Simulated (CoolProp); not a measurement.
A single-stage vapour-compression cycle with the fluid: evaporating at 233.15 K (dew point), condensing at 257.15 K (bubble point), superheat 5 K, subcooling 5 K, compressor efficiency 0.6, no pressure losses. The same conditions are run with several fluids, on thermodynamics alone (safety and materials aside).

Computed with CoolProp (reference Helmholtz-energy equation of state of each fluid (R134a: Tillner-Roth 1994; hydrogen chloride: Thol 2018; nitrous oxide: Lemmon 2006; dimethyl ether: Wu 2011; ethane: Bücker 2006; C2F6 (R116): Lemmon 2006)).

| fluid | cooling COP | pressure ratio | discharge temperature (K) | refrigerating effect (kJ/kg) | volumetric capacity (kJ/m³) |
|---|---|---|---|---|---|
| R134a | 5.49 | 3.07 | 288.4 | 205 | 556 |
| hydrogen chloride | 5.11 | 2.17 | 324.3 | 358 | 5640 |
| nitrous oxide | 5.08 | 2.15 | 306.9 | 280 | 6610 |
| dimethyl ether | 5.49 | 2.94 | 299.5 | 446 | 527 |
| ethane | 5.12 | 2.04 | 288.8 | 365 | 4950 |
| C2F6 (R116) | 5.02 | 2.18 | 268.5 | 80.3 | 3490 |
